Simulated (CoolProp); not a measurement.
Oxygen along the isotherm 167.3 K: density (kg/m³) from the reference equation and from simpler models built on Tc = 154.6 K, pc = 5046 kPa, ω = 0.022; each cubic takes its own stable root.

Model: reference Helmholtz-energy equation of state, Schmidt 1985, in CoolProp.

| p (kPa) | phase | reference |
|---|---|---|
| 688 | gas | 16.43 |
| 1380 | gas | 34.34 |
| 2060 | gas | 53.59 |
| 2750 | gas | 75.25 |
| 3440 | gas | 99.66 |
| 4130 | gas | 127.8 |
| 4820 | gas | 161.3 |
| 5510 | supercritical | 202.9 |
| 6190 | supercritical | 257.0 |
| 6880 | supercritical | 333.8 |
| 7570 | supercritical | 431.4 |

### Question
How far does each simpler model (van der Waals, Peng-Robinson) lie from the reference over these 11 states: mean and median of the absolute difference, and the worst?

### Answer
- van der Waals: mean 1.8 %, median 1.0 %, worst +7.1 % at 167.3 K and 6880 kPa
- Peng-Robinson: mean 2.7 %, median 3.1 %, worst +4.7 % at 167.3 K and 5510 kPa
